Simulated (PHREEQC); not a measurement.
MgCl2 is added in steps, without added water, to 1 kg of water holding 1.9 mmol/kgw CaCl2, 39 mmol/kgw Na2SO4 and 0.052 mmol/kgw MgSO4, at 25 °C. Oxygen alone is held at its pressure in air (log pO2 = -0.68). CO2 from the air is kept out. Only these solids could form: Gypsum, Brucite, Portlandite, Halite, Mirabilite, Epsomite.

Base run: PHREEQC, ion-association model, wateq4f.dat. Each further column changes one thing. The table gives MgSO4 (mol/kgw).

| MgCl2 added (mol) | base | MgSO4 from 5.2e-05 to 4.68e-05 mol/kgw | temperature from 25 to 20 °C | 0.009 mol/kgw CO2 added | no solid may form |
|---|---|---|---|---|---|
| 0 | 2.73e-5 | 2.45e-5 | 2.58e-5 | 2.72e-5 | 2.73e-5 |
| 0.015 | 0.00680 | 0.00680 | 0.00640 | 0.00679 | 0.00680 |
| 0.03 | 0.0116 | 0.0116 | 0.0109 | 0.0115 | 0.0116 |
| 0.045 | 0.0148 | 0.0148 | 0.0140 | 0.0148 | 0.0148 |
| 0.06 | 0.0172 | 0.0171 | 0.0162 | 0.0171 | 0.0172 |
| 0.075 | 0.0188 | 0.0188 | 0.0179 | 0.0188 | 0.0188 |
| 0.09 | 0.0202 | 0.0201 | 0.0192 | 0.0201 | 0.0202 |
| 0.105 | 0.0212 | 0.0212 | 0.0202 | 0.0212 | 0.0212 |
| 0.12 | 0.0220 | 0.0220 | 0.0210 | 0.0220 | 0.0220 |

 Solids allowed in the column '0.009 mol/kgw CO2 added': Calcite, Gypsum, Brucite, Portlandite, Magnesite, Halite, Mirabilite, Epsomite, Nahcolite, Natron.
